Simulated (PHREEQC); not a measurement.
Model water analysis in mmol/kgw, 10 °C, pH 3.13, pe 12.8:

| constituent | mmol/kgw |
|---|---|
| Na | 3.18 |
| K | 0.0028 |
| Ca | 0.81 |
| Mg | 0.299 |
| Cl | 1.44 |
| S(6) | 2.76 |
| Si | 0.0113 |
| Pb | 0.0856 |
| Cu(2) | 0.0246 |

Valence states are taken as typed.

Equilibrium calculation in PHREEQC: ion-association model, wateq4f.dat.

```csv
quantity,before,after
SO4-2 (mol/kgw),0.00243,0.00187
Ca+2 (mol/kgw),0.000679,0.000641
Mg+2 (mol/kgw),0.000254,0.000172
CaSO4 (mol/kgw),0.000131,0.000167
HSO4- (mol/kgw),9.64e-5,0.000536
SI of Anglesite (PbSO4),+0.63,+0.14
SI of Quartz (SiO2),-0.73,-1.75
```

**Question.** What was changed between the two runs?
A. temperature from 10 to 90 °C at the same typed pH
B. S(6) from 2.76 to 1.38 mmol/kgw
C. all concentrations times 4 at the same typed pH

**Answer.** A, temperature from 10 to 90 °C at the same typed pH

No solid was allowed to form. Some of these states are supersaturated (in Anglesite, for instance). Away from 25 °C the constants follow the database's enthalpies or fits; those with neither stay at their 25 °C values.
